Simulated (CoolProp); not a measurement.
Vapour-liquid equilibrium of propane (1) + n-pentane (2) at 44.05 °C; x and y are mole fractions of (1).

The numbers come from the multi-fluid Helmholtz-energy mixture model, Lemmon 2009 and Thol 2019; pair parameters Kunz 2012 in CoolProp.

```csv
x,bubble pressure (kPa),y at the bubble point,dew pressure at overall composition x (kPa),liquid density (mol/L)
0.05,202.5,0.362,138.8,8.402
0.15,338.6,0.640,154.4,8.556
0.25,470.5,0.758,174.0,8.746
0.35,600.3,0.826,199.0,8.966
0.45,729.5,0.871,232.3,9.212
0.55,859.4,(withheld),278.6,9.474
0.65,(withheld),0.930,347.2,9.742
0.75,1126,0.951,(withheld),10.000
0.85,1267,0.971,664.3,(withheld)
0.95,1419,0.990,1116,10.39
```

**Question.** Fill in the missing entries.

**Answer.** 
- 0.55, y at the bubble point: 0.904
- 0.65, bubble pressure (kPa): 991.1
- 0.75, dew pressure at overall composition x (kPa): 458.3
- 0.85, liquid density (mol/L): 10.23

No azeotrope shows between x = 0.05 and 0.95.

Pair parameters are fitted to limited data, so mixtures are less certain than the pure fluids. The gap from Raoult's law changes sign with composition, which may be real or a fault of the pair parameters; it wasn't checked against measurements.
